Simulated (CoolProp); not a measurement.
A simple Rankine cycle with chlorine: condensing at 296.15 K, boiler at 3.23 MPa, turbine inlet 367.8 K, turbine efficiency 0.75, pump efficiency 0.6, no recuperator. Each further row changes one setting.

Computed with CoolProp (reference Helmholtz-energy equation of state, Thol 2021).

| case | thermal efficiency (%) | net work (kJ/kg) | heat in (kJ/kg) | turbine exit temperature (K) | volume ratio over the turbine |
|---|---|---|---|---|---|
| as stated | 11.5 | 29.5 | 255 | 296.1 | 3.90 |
| turbine inlet 387.8 K | 11.8 | 32.2 | 272 | 296.1 | 3.64 |
| condensing temperature 288.15 K | 12.9 | 33.9 | 263 | 288.1 | 4.79 |
| boiler pressure 2.26 MPa | 9.4 | 25.4 | 271 | 296.1 | 2.62 |
| turbine efficiency 0.65 | 9.9 | 25.2 | 255 | 296.1 | 3.97 |

The expansion ends wet for: as stated; turbine inlet 387.8 K; condensing temperature 288.15 K; boiler pressure 2.26 MPa; turbine efficiency 0.65.
